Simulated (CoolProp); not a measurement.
Properties of n-butane along the isobar 0.502 MPa.

Values from CoolProp's reference Helmholtz-energy equation of state, Bücker 2006.

```json
[
 {"T (K)": "210", "phase": "liquid", "density (kg/m³)": "664.8", "Joule-Thomson coefficient (K/MPa)": "-0.5032", "isothermal compressibility (1/MPa)": "0.001099", "conductivity (mW/(m K))": "145"},
 {"T (K)": "231.6", "phase": "liquid", "density (kg/m³)": "643.8", "Joule-Thomson coefficient (K/MPa)": "-0.4672", "isothermal compressibility (1/MPa)": "0.001362", "conductivity (mW/(m K))": "135"},
 {"T (K)": "253.1", "phase": "liquid", "density (kg/m³)": "622.3", "Joule-Thomson coefficient (K/MPa)": "-0.4217", "isothermal compressibility (1/MPa)": "0.001715", "conductivity (mW/(m K))": "125"},
 {"T (K)": "274.7", "phase": "liquid", "density (kg/m³)": "599.6", "Joule-Thomson coefficient (K/MPa)": "-0.3636", "isothermal compressibility (1/MPa)": "0.002212", "conductivity (mW/(m K))": "115"},
 {"T (K)": "296.3", "phase": "liquid", "density (kg/m³)": "575.4", "Joule-Thomson coefficient (K/MPa)": "-0.2880", "isothermal compressibility (1/MPa)": "0.002944", "conductivity (mW/(m K))": "106"},
 {"T (K)": "317.8", "phase": "liquid", "density (kg/m³)": "549.3", "Joule-Thomson coefficient (K/MPa)": "-0.1847", "isothermal compressibility (1/MPa)": "0.004096", "conductivity (mW/(m K))": "97.0"},
 {"T (K)": "339.4", "phase": "gas", "density (kg/m³)": "11.54", "Joule-Thomson coefficient (K/MPa)": "18.88", "isothermal compressibility (1/MPa)": "2.251", "conductivity (mW/(m K))": "21.2"},
 {"T (K)": "361", "phase": "gas", "density (kg/m³)": "10.60", "Joule-Thomson coefficient (K/MPa)": "14.98", "isothermal compressibility (1/MPa)": "2.187", "conductivity (mW/(m K))": "23.7"},
 {"T (K)": "382.5", "phase": "gas", "density (kg/m³)": "9.833", "Joule-Thomson coefficient (K/MPa)": "12.21", "isothermal compressibility (1/MPa)": "2.144", "conductivity (mW/(m K))": "26.4"},
 {"T (K)": "404.1", "phase": "gas", "density (kg/m³)": "9.190", "Joule-Thomson coefficient (K/MPa)": "10.14", "isothermal compressibility (1/MPa)": "2.114", "conductivity (mW/(m K))": "29.2"},
 {"T (K)": "425.7", "phase": "gas", "density (kg/m³)": "8.639", "Joule-Thomson coefficient (K/MPa)": "8.557", "isothermal compressibility (1/MPa)": "2.091", "conductivity (mW/(m K))": "32.1"},
 {"T (K)": "447.2", "phase": "gas", "density (kg/m³)": "8.160", "Joule-Thomson coefficient (K/MPa)": "7.323", "isothermal compressibility (1/MPa)": "2.074", "conductivity (mW/(m K))": "35.2"},
 {"T (K)": "468.8", "phase": "gas", "density (kg/m³)": "7.736", "Joule-Thomson coefficient (K/MPa)": "6.333", "isothermal compressibility (1/MPa)": "2.060", "conductivity (mW/(m K))": "38.5"},
 {"T (K)": "490.3", "phase": "gas", "density (kg/m³)": "7.360", "Joule-Thomson coefficient (K/MPa)": "5.532", "isothermal compressibility (1/MPa)": "2.049", "conductivity (mW/(m K))": "41.9"},
 {"T (K)": "511.9", "phase": "gas", "density (kg/m³)": "7.020", "Joule-Thomson coefficient (K/MPa)": "4.870", "isothermal compressibility (1/MPa)": "2.041", "conductivity (mW/(m K))": "45.4"},
 {"T (K)": "533.5", "phase": "gas", "density (kg/m³)": "6.712", "Joule-Thomson coefficient (K/MPa)": "4.318", "isothermal compressibility (1/MPa)": "2.033", "conductivity (mW/(m K))": "49.1"}
]
```

Thermal conductivity comes from a separate model (Perkins 2002).
